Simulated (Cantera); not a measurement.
Charge: 1 mol Si, 0.42 mol H2, at 325 °C and 100000 Pa.

These are equilibrium values from Cantera (NASA tables, ideal gas, pure condensed phases), not measurements of a reactor. Candidate condensed phases: Si; 9 gas species. Rates play no part.

Base state: H2 1.00 (mole fractions); condensed: Si(s).

Task: What changes in the equilibrium state with this change: 1.6 mol HCl added?

Result: 
```
species     before    after
----------  ------  -------
H2            1.00    0.723
SiCl4            0    0.182
SiHCl3           0   0.0929
SiH2Cl2          0  0.00236
HCl              0  3.73e-5
Si(s), mol    1.00    0.561
```

Task: What changes in the equilibrium state with this change: Si replaced by SiCl4?

Result: 
| species | before | after |
|---|---|---|
| SiCl4 | 0 | 0.702 |
| H2 | 1.00 | 0.293 |
| HCl | 0 | 0.00233 |
| SiHCl3 | 0 | 0.00233 |
| Si(s), mol | 1.00 | 0 |
